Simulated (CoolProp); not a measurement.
The fluid at 298.15 K and 9.95 MPa flows at 4.6 m/s in a round tube of 1 mm bore and 15 µm roughness, fully developed (64/Re and Nu = 3.66 if laminar; Colebrook and Gnielinski if turbulent). The same conditions are run with several fluids, on thermodynamics alone (safety and materials aside).

Model: reference Helmholtz-energy equation of state of each fluid (nitrogen: Span 2000; CF4 (R14): Platzer 1990; oxygen: Schmidt 1985; methane: Setzmann 1991), in CoolProp. The equations of Platzer and Polt are older, rougher fits.

Task: Rank nitrogen, CF4 (R14), oxygen, methane by Reynolds number, highest first.

Result: CF4 (R14) (74800), oxygen (26900), nitrogen (25900), methane (25200)

```json
[
 {"fluid": "nitrogen", "Darcy friction factor": "0.0454", "pressure drop (Pa/m)": "53800", "heat-transfer coefficient (W/(m² K))": "3980", "mass flow (kg/h)": "1.46"},
 {"fluid": "CF4 (R14)", "Darcy friction factor": "0.0443", "pressure drop (Pa/m)": "237000", "heat-transfer coefficient (W/(m² K))": "11900", "mass flow (kg/h)": "6.58"},
 {"fluid": "oxygen", "Darcy friction factor": "0.0454", "pressure drop (Pa/m)": "64800", "heat-transfer coefficient (W/(m² K))": "4250", "mass flow (kg/h)": "1.76"},
 {"fluid": "methane", "Darcy friction factor": "0.0455", "pressure drop (Pa/m)": "36400", "heat-transfer coefficient (W/(m² K))": "5970", "mass flow (kg/h)": "0.983"}
]
```

Transport values come from each fluid's own correlations; those of CF4 (R14) are estimates that may be off by 10 % or more.
